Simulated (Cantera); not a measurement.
An isothermal, constant-pressure homogeneous reactor starts with H₂ : O₂ : N₂ = 0.74 : 1 : 13 (molar parts), at 1200 K and 0.900 bar.

Cantera simulation using the H2/O2 subset of GRI-Mech 3.0, which has no nitrogen chemistry; the numbers are that mechanism's predictions, not measurements. The temperature is held fixed by assumption; the heat of reaction is taken as removed at once.

x: mole fraction; the columns are a selection and need not sum to one.

| t (s) | x H₂ | x O₂ | x HO₂ | x H₂O₂ | x OH | x H₂O |
|---|---|---|---|---|---|---|
| 4.00e-6 | 0.0502 | 0.0678 | 8.80e-10 | <1e-12 | 8.68e-11 | 1.39e-10 |
| 1.10e-5 | 0.0502 | 0.0678 | 2.63e-9 | 3.73e-12 | 4.58e-10 | 1.93e-9 |
| 3.01e-5 | 0.0502 | 0.0678 | 1.25e-8 | 3.67e-11 | 5.74e-9 | 4.58e-8 |
| 8.26e-5 | 0.0502 | 0.0678 | 2.58e-6 | [?] | 2.30e-6 | 2.09e-5 |
| 0.000227 | 0.00319 | 0.0446 | 2.15e-5 | [?] | 0.00130 | 0.0454 |
| 0.000622 | 0.000261 | 0.0438 | 9.70e-6 | [?] | 0.000230 | 0.0511 |
| 0.00171 | 3.47e-5 | 0.0438 | 2.27e-6 | [?] | 7.52e-5 | 0.0514 |
| 0.00469 | 4.36e-6 | 0.0438 | 4.29e-7 | [?] | 3.24e-5 | 0.0515 |
| 0.0129 | 5.44e-7 | 0.0438 | 9.09e-8 | [?] | 1.57e-5 | 0.0515 |
| 0.0353 | 1.04e-7 | 0.0438 | 2.49e-8 | [?] | 8.37e-6 | 0.0515 |
| 0.0968 | 3.00e-8 | 0.0438 | 8.52e-9 | [?] | 4.78e-6 | 0.0515 |
| 0.266 | 1.04e-8 | 0.0438 | 3.94e-9 | 8.69e-10 | 2.87e-6 | 0.0515 |
| 0.729 | 4.68e-9 | 0.0438 | 2.93e-9 | 3.79e-10 | 1.87e-6 | 0.0515 |
| 2.00 | 3.40e-9 | 0.0438 | 2.89e-9 | 2.54e-10 | 1.52e-6 | 0.0515 |

Task: Complete the blanks.

Result: 
- 8.26e-5, x H₂O₂: 7.14e-9
- 0.000227, x H₂O₂: 2.91e-6
- 0.000622, x H₂O₂: 1.17e-6
- 0.00171, x H₂O₂: 3.00e-7
- 0.00469, x H₂O₂: 7.84e-8
- 0.0129, x H₂O₂: 2.19e-8
- 0.0353, x H₂O₂: 6.83e-9
- 0.0968, x H₂O₂: 2.34e-9
